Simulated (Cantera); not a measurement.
Feed: 1 mol C3H6, 0.59 mol H2O, 81 mol H2, at 16.0 Pa.

These are equilibrium values from Cantera (NASA tables, ideal gas, pure condensed phases), not measurements of a reactor. Candidate condensed phases: C, C6H6, C7H8, C8H18, H2O; 110 gas species. The numbers say what is thermodynamically allowed, not how fast it happens.

Q: At 2550 K, list the 7 most abundant gas species with their mole fractions, and the condensed phases.

A: H 0.866, H2 0.123, CO 0.00389, C3 0.00338, C 0.00163, C2H2 (acetylene) 0.00104, C2H 0.000584. Condensed: gas only.
